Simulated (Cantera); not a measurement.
A closed system holds: 1 mol Cr, 0.53 mol NH3, held at 1.00 Pa.

Method: chemical equilibrium by Gibbs-energy minimisation in Cantera with the NASA 1993 tables (ideal gas, pure condensed phases). Candidate condensed phases: Cr, CrN, Cr2N; 11 gas species. Equilibrium is a limit: real reactors are often held back by kinetics, nucleation or transport.

Question: Which condensed phases are stable at each of these points (T (K)): 773, 873, 973, 1073, 1173, 1273, 1373, 1473?

Answer: 
| T (K) | condensed phases | Cr condensed (%) |
|---|---|---|
| 773 | Cr2N(s) | 100.0 |
| 873 | Cr2N(s) | 100.0 |
| 973 | Cr(s) + Cr2N(s) | 100.0 |
| 1073 | Cr(s) | 100.0 |
| 1173 | Cr(s) | 100.0 |
| 1273 | Cr(s) | 100.0 |
| 1373 | Cr(s) | 99.7 |
| 1473 | Cr(s) | 96.5 |

From 773 K to 873 K the condensed part is Cr2N(s). At 973 K the condensed part is Cr(s) + Cr2N(s). From 1073 K to 1473 K the condensed part is Cr(s).
